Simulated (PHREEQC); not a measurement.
Synthetic water in mg/L, 25 °C, pH 1.89, pe 12.3:

```json
[
 {"constituent": "Na", "mg/L": "1670"},
 {"constituent": "K", "mg/L": "96.5"},
 {"constituent": "Ca", "mg/L": "39.2"},
 {"constituent": "Mg", "mg/L": "83.3"},
 {"constituent": "Cl", "mg/L": "927"},
 {"constituent": "S(6) as SO4", "mg/L": "4200"},
 {"constituent": "Cu(2)", "mg/L": "11.1"},
 {"constituent": "Mn(2)", "mg/L": "6.77"},
 {"constituent": "Fe(3)", "mg/L": "44.4"}
]
```

Valence states are taken as typed.

Model: ion-association model, phreeqc.dat, run in PHREEQC.

| Property | Result |
|---|---|
| ionic strength | 0.120 mol/kgw |
| specific conductance | 12700 µS/cm |
| density | 1.003 g/cm³ |
| total alkalinity | -31.2 meq/kg |
| charge-balance error | 1.5 % |

| species | molality | activity | log γ |
|---|---|---|---|
| Na+ | 0.0702 | 0.0544 | -0.111 |
| Cl- | 0.0263 | 0.0198 | -0.123 |
| SO4-2 | 0.0243 | 0.00850 | -0.456 |
| H+ | 0.0158 | 0.0129 | -0.087 |
| HSO4- | 0.0138 | 0.0106 | -0.113 |
| NaSO4- | 0.00298 | 0.00232 | -0.110 |
| K+ | 0.00235 | 0.00176 | -0.125 |
| Mg+2 | 0.00197 | 0.000764 | -0.411 |
| MgSO4 | 0.00148 | 0.00152 | 0.012 |
| Ca+2 | 0.000613 | 0.000227 | -0.431 |

Precipitation was switched off in this run. Examples of supersaturated solids here: Hematite (slow to form), Goethite (slow to form). Others may be too. Complexes and solids missing from the database can't appear.
